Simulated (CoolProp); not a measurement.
Aqueous lithium chloride as a coolant, at 34 °C, 1 atm.

Computed with CoolProp (Melinder's fits for secondary coolants).

```tsv
mass %	freezing point (°C)	viscosity (mPa s)	cp (kJ/(kg K))	density (kg/m³)	Prandtl number
1	-0.7	0.762	4.125	1000.0	5.08
3.3	-3.0	0.829	4.005	1013	5.42
5.6	-5.8	[?]	3.892	1026	5.76
7.9	-8.9	0.970	3.787	1040	[?]
10.2	-12.6	1.05	3.689	[?]	[?]
12.5	[?]	1.15	3.597	1066	[?]
14.8	-23.3	1.26	3.511	1080	7.62
17.1	-31.3	[?]	3.431	[?]	8.30
19.4	-41.1	1.55	3.358	1107	9.09
21.7	-52.1	1.73	3.295	1121	10.0
```

### Question
Complete the blanks.

### Answer

- 5.6, viscosity (mPa s): 0.896
- 7.9, Prandtl number: 6.12
- 10.2, density (kg/m³): 1053
- 10.2, Prandtl number: 6.54
- 12.5, freezing point (°C): -17.2
- 12.5, Prandtl number: 7.04
- 17.1, viscosity (mPa s): 1.40
- 17.1, density (kg/m³): 1093
